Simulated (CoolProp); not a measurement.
A closed Brayton cycle with carbon dioxide: compressor inlet 305.15 K and 7.6 MPa, high pressure 17.4 MPa, turbine inlet 690 K, compressor efficiency 0.89, turbine efficiency 0.93, recuperator effectiveness 0.8 (on enthalpy, no pinch check). Each further row changes one setting.

Values from CoolProp's reference Helmholtz-energy equation of state, Span 1996.

```
case                           thermal efficiency (%)  net work (kJ/kg)  compressor to turbine work  compressor exit (K)  turbine exit (K)
-----------------------------  ----------------------  ----------------  --------------------------  -------------------  ----------------
as stated                                        26.1              74.9                        0.19                333.0             598.1
turbine inlet 640 K                              24.9              66.8                        0.21                333.0             551.7
compressor inlet 315.15 K                        26.3              56.6                        0.39                380.3             598.1
high pressure 14.8 MPa                           23.2              62.5                        0.17                327.3             615.7
recuperator effectiveness 0.5                    19.6              74.9                        0.19                333.0             598.1
```
